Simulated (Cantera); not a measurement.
An isothermal, constant-pressure homogeneous reactor starts with NO : N2 = 1 : 0.79 (molar parts), at 1400 K and 96000 Pa. Integrator tolerance rtol = 1e-08.

Computed with Cantera and GRI-Mech 3.0 (53 species, 325 reactions).

Problem. What does this change do: pressure from 96000 Pa to 41000 Pa?

Solution. 
| quantity | before | after |
|---|---|---|
| x(NO) at 200 s | 0.373 (gas-phase equilibrium 0.000802) | 0.460 (gas-phase equilibrium 0.000802) |
| x(N2) at 200 s | 0.534 (gas-phase equilibrium 0.720) | 0.490 (gas-phase equilibrium 0.720) |
| x(O2) at 200 s | 0.0915 (gas-phase equilibrium 0.279) | 0.0482 (gas-phase equilibrium 0.279) |
| x(N2O) at 200 s | 4.23e-5 (gas-phase equilibrium 4.77e-8) | 6.27e-5 (gas-phase equilibrium 3.12e-8) |
| x(O) at 200 s | 2.98e-7 (gas-phase equilibrium 5.13e-7) | 3.37e-7 (gas-phase equilibrium 7.86e-7) |
| x(NO2) at 200 s | 0.00179 (gas-phase equilibrium 6.71e-6) | 0.00105 (gas-phase equilibrium 4.38e-6) |
